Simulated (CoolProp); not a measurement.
Propane along the isotherm 6.45 °C: density (kg/m³) from the reference equation and from simpler models built on Tc = 96.7 °C, pc = 4.251 MPa, ω = 0.152; each cubic takes its own stable root.

Model: reference Helmholtz-energy equation of state, Lemmon 2009, in CoolProp.

```
p (MPa)   phase  reference
-------  ------  ---------
0.0672      gas      1.292
0.101       gas      1.955
0.153       gas      2.993
0.231       gas      4.596
0.348       gas      7.112
0.525       gas      11.23
0.792    liquid      520.2
1.2      liquid      521.1
1.8      liquid      522.4
2.72     liquid      524.3
4.1      liquid      527.1
6.19     liquid      531.0
9.34     liquid      536.5
14.1     liquid      543.9
21.3     liquid      553.7
```

How far does each simpler model (van der Waals, Redlich-Kwong, Soave-Redlich-Kwong, Peng-Robinson) lie from the reference over these 15 states: mean and median of the absolute difference, and the worst?


- van der Waals: mean 29.3 %, median 32.2 %, worst -96.7 % at 6.45 °C and 0.792 MPa
- Redlich-Kwong: mean 4.7 %, median 5.7 %, worst -9.1 % at 6.45 °C and 0.792 MPa
- Soave-Redlich-Kwong: mean 3.5 %, median 4.4 %, worst -6.8 % at 6.45 °C and 0.792 MPa
- Peng-Robinson: mean 3.9 %, median 5.7 %, worst +8.0 % at 6.45 °C and 21.3 MPa

At some of these states van der Waals gives the other phase, because its saturation line lies elsewhere.
